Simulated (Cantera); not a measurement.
A Cantera script and its output.

```python
import numpy as np
import cantera as ct

gas = ct.Solution("gri30.yaml")
gas.TPX = 2173, 13332, {'CH4': 0.025, 'H2': 1, 'CO2': 0.011}
reactor = ct.IdealGasConstPressureReactor(gas, energy="off", clone=False)
net = ct.ReactorNet([reactor])
net.rtol, net.atol = 1e-08, 1e-18
show = ['CH4', 'H2', 'CO2', 'CH3', 'H2O', 'O2', 'H']
times = np.geomspace(5e-05, 70, 11)

steps = ct.SolutionArray(gas, extra=["t"])
rows = []
print(f"{'t/s':>10s}{'T/K':>9s}{'P/Pa':>11s}" + "".join(f"{s:>11s}" for s in show))
for t in times:
    while net.time < t:
        t_next = net.step()
        steps.append(gas.state, t=t_next)
    rows.append([np.interp(t, steps.t, y) for y in (steps.T, steps.P, *steps(*show).X.T)])
    print(f"{t:10.3e}{rows[-1][0]:9.1f}{rows[-1][1]:11.4g}" + "".join(f"{x:11.3e}" for x in rows[-1][2:]))
rate = np.gradient(steps.T, steps.t)
print("integrator steps:", len(steps.t))
if steps.T.max() > steps.T[0] + 200:
    print(f"time of steepest temperature rise: {steps.t[rate.argmax()]:.4e} s")
gas.TPX = 2173, 13332, {'CH4': 0.025, 'H2': 1, 'CO2': 0.011}
gas.equilibrate("TP")
print(f"equilibrium (TP): T = {gas.T:.1f} K  " + "  ".join(f"{s} {gas[s].X[0]:.3e}" for s in show))
```

It prints:

```
       t/s      T/K       P/Pa        CH4         H2        CO2        CH3        H2O         O2          H
 5.000e-05   2173.0  1.333e+04  2.365e-02  9.642e-01  1.053e-02  4.580e-04  7.510e-05  1.607e-13  9.555e-04
 2.059e-04   2173.0  1.333e+04  2.209e-02  9.605e-01  9.392e-03  1.663e-03  1.187e-03  4.968e-12  3.770e-03
 8.476e-04   2173.0  1.333e+04  1.465e-02  9.520e-01  2.347e-03  2.614e-03  8.015e-03  2.367e-10  8.906e-03
 3.490e-03   2173.0  1.333e+04  4.256e-03  9.543e-01  2.204e-05  9.312e-04  9.736e-03  4.762e-10  1.092e-02
 1.437e-02   2173.0  1.333e+04  1.033e-03  9.558e-01  2.042e-05  2.538e-04  8.233e-03  4.303e-10  1.227e-02
 5.916e-02   2173.0  1.333e+04  5.778e-04  9.576e-01  1.468e-05  1.467e-04  4.586e-03  1.440e-10  1.270e-02
 2.436e-01   2173.0  1.333e+04  2.235e-04  9.596e-01  2.802e-06  5.779e-05  7.068e-04  3.591e-12  1.296e-02
 1.003e+00   2173.0  1.333e+04  6.052e-05  9.600e-01  4.706e-09  1.574e-05  1.147e-06  9.636e-18  1.305e-02
 4.129e+00   2173.0  1.333e+04  5.941e-05  9.600e-01  3.757e-10  1.545e-05  9.172e-08  6.415e-20  1.305e-02
 1.700e+01   2173.0  1.333e+04  5.941e-05  9.600e-01  3.757e-10  1.545e-05  9.172e-08  6.415e-20  1.305e-02
 7.000e+01   2173.0  1.333e+04  5.941e-05  9.600e-01  3.757e-10  1.545e-05  9.172e-08  6.415e-20  1.305e-02
integrator steps: 1289
equilibrium (TP): T = 2173.0 K  CH4 5.953e-05  H2 9.600e-01  CO2 3.776e-10  CH3 1.548e-05  H2O 9.217e-08  O2 6.478e-20  H 1.305e-02
```

Model: GRI-Mech 3.0 (53 species, 325 reactions), integrated in Cantera. GRI-Mech 3.0 stops at C3 and has no aromatics, soot or wall deposition, so with more carbon than oxygen in the feed, carbon stays in small species such as C2H2 where larger ones or solid carbon would form.
